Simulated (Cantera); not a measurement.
Thermodynamics of silicon epitaxy and polysilicon growth, feed SiH2Cl2 + H2

Input: 1 mol SiH2Cl2, 4.8 mol H2, equilibrated at 998.15 K and 96000 Pa.

Method: chemical equilibrium by Gibbs-energy minimisation in Cantera with the NASA 1993 tables (ideal gas, pure condensed phases). Candidate condensed phases: Si; 19 gas species. The tables' values for SiCl3 are old estimates; treat these amounts as uncertain. Rates play no part.

```json
{
  "x(H2)": "0.903",
  "x(SiCl4)": "0.0510",
  "x(SiHCl3)": "0.0331",
  "x(HCl)": "0.00966",
  "x(SiH2Cl2)": "0.00231",
  "x(SiCl3)": "0.000603",
  "x(SiCl2)": "0.000175",
  "x(SiH3Cl)": "4.12e-5",
  "n(Si(s))": "0.454 mol",
  "gas_amount": "6.257 mol"
}
```
